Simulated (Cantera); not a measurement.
A closed system holds: 1 mol Si, 1.3 mol NH3, 250 mol H2, held at 47.3 Torr.

Cantera equilibrium calculation (NASA polynomials, part measured and part estimated; ideal gas, pure solids and liquids). Candidate condensed phases: Si, Si3N4; 18 gas species. Rates play no part. All values below are at 875 K.

Base state: H2 1.00 (mole fractions); condensed: Si(s) + Si3N4(s).

Question: What changes in the equilibrium state with this change: NH3 from 1.3 to 5.2 mol?

Answer: 
```tsv
species	before	after
H2	1.00	0.993
N2	<1e-9	0.00744
Si(s), mol	0.0250	0
Si3N4(s), mol	0.325	0.333
```
